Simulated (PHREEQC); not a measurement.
Solution (45 °C): 0.025 mol/kgw HF and 0.0022 mol/kgw CaCl2. Closed to the air; pH follows from the charge balance.

All values are PHREEQC results (ion-association model, phreeqc.dat), not measurements.

This is a speciation only: nothing precipitates in the calculation.

### Question
Estimate the pH.

### Answer
pH 2.48.

### Question
In which forms is F present?

### Answer
HF 84 %, F- 13 %, HF2- 2.4 % of the F.

Examples of supersaturated solids here: Fluorite. Others may be too. Constants without temperature data keep their 25 °C values here.
